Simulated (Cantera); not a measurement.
An isothermal, constant-pressure homogeneous reactor starts with 90.1 % NO, 9.91 % N2, at 2100 K and 1050 Torr.

Model: GRI-Mech 3.0 (53 species, 325 reactions), integrated in Cantera.

x: mole fraction; the columns are a selection and need not sum to one.

```
t (s)           x NO       x N2O         x O       x NO2        x O2        x N2
--------  ----------  ----------  ----------  ----------  ----------  ----------
2.00e-5        0.901     4.96e-5     2.63e-5     2.92e-5     1.11e-6      0.0991
5.22e-5        0.901    0.000117     5.28e-5     9.85e-5     7.89e-6      0.0991
0.000136       0.900    0.000241    0.000112    0.000264     7.57e-5      0.0993
0.000356       0.899    0.000367    0.000166    0.000422    0.000571      0.0998
0.000928       0.895    0.000401    0.000180    0.000461     0.00229       0.102
0.00242        0.886    0.000392    0.000197    0.000505     0.00685       0.106
0.00632        0.862    0.000368  (withheld)  (withheld)  (withheld)  (withheld)
0.0165         0.802    0.000313    0.000309    0.000751      0.0483       0.148
0.0431         0.666    0.000209    0.000432    0.000894       0.116       0.216
0.112     (withheld)  (withheld)  (withheld)  (withheld)  (withheld)  (withheld)
0.294          0.162     1.20e-5    0.000722    0.000374       0.368       0.468
0.766         0.0391     1.24e-6    0.000776     9.74e-5       0.430       0.530
2.00          0.0141     6.83e-7    0.000787     3.56e-5       0.443       0.542
```

### Question
Some entries are withheld; supply them.

### Answer

- 0.00632, x O: 0.000235
- 0.00632, x NO2: 0.000597
- 0.00632, x O2: 0.0187
- 0.00632, x N2: 0.118
- 0.112, x NO: 0.423
- 0.112, x N2O: 8.12e-5
- 0.112, x O: 0.000590
- 0.112, x NO2: 0.000790
- 0.112, x O2: 0.238
- 0.112, x N2: 0.338
